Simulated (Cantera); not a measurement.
Cantera run:

```python
import numpy as np
import cantera as ct

gas_names = """
    Ca CaF CaF2 CaO CaOH CaO2H2 Ca2 F FO FO2 F2 F2O H HF HOF HO2 H2 H2F2 H2O H2O2 H3F3 H4F4 H5F5 H6F6
    H7F7 O OH O2 O3
""".split()
cond_names = """
    Ca(a) Ca(b) Ca(L) CaF2(a) CaF2(b) CaF2(L) CaO(s) CaO(L) CaO2H2(s) H2O(s) H2O(L)
""".split()


# ... load() reads the species with a 1 bar reference pressure and builds the phases ...
atoms = {
    'CaO': {'Ca': 1, 'O': 1},
    'F2': {'F': 2},
    'H2': {'H': 2},
}
top_T = {}  # K; cautious upper limits of use, not melting points


# ... equilibrate(T, P, feed) seeds the gas with the atoms and calls Mixture.equilibrate('TP', solver="vcs", rtol=1e-11, max_steps=5000) ...
results = []
T = 875  # K
P = 1800  # Pa
for m in [0.91, 1.3, 1.9, 2.8, 4.1, 6, 8.7]:
    feed = {'CaO': 1, 'F2': 6.4, 'H2': m}  # mol
    mix = equilibrate(T, P, feed)
    results.append((T, P, feed, dict(zip(mix.species_names, mix.species_moles))))

top = {s: max(r[3][s] / sum(r[3][g] for g in gas_names) for r in results) for s in gas_names}
cols = sorted((s for s in top if top[s] > 0.001), key=lambda s: -top[s])[:7]
seen = [c for c in cond_names if any(r[3].get(c, 0) > 1e-12 for r in results)]
print("log10 of partial pressures in bar; condensed amounts in mol")
print(f"{'n(H2)':>10s}" + "".join(f"{s[:9]:>10s}" for s in cols + seen))
for T, P, feed, n in results:
    ng = sum(n[g] for g in gas_names)
    print(f"{feed['H2']:10.4g}" + "".join(f"{np.log10(max(n[s] / ng * P / 1e5, 1e-99)):10.3f}" for s in cols)
          + "".join(f"{n.get(c, 0):10.4g}" for c in seen))
```

It prints:

```
log10 of partial pressures in bar; condensed amounts in mol
     n(H2)        HF        F2        H2         F       H2O        O2   CaF2(a)
      0.91    -2.347    -2.005   -35.873    -2.624   -25.423    -2.909         1
       1.3    -2.215    -2.070   -35.542    -2.657   -25.103    -2.931         1
       1.9    -2.081    -2.176   -35.169    -2.710   -24.745    -2.962         1
       2.8    -1.956    -2.361   -34.733    -2.802   -24.330    -3.005         1
       4.1    -1.843    -2.752   -34.117    -2.998   -23.742    -3.058         1
         6    -1.776   -23.552   -13.182   -13.398    -3.031    -3.508         1
       8.7    -1.861   -34.371    -2.532   -18.807    -2.894   -24.533         1
```

Equilibrium computed with Cantera from the NASA thermochemical tables; the gas is ideal and each condensed phase is pure.
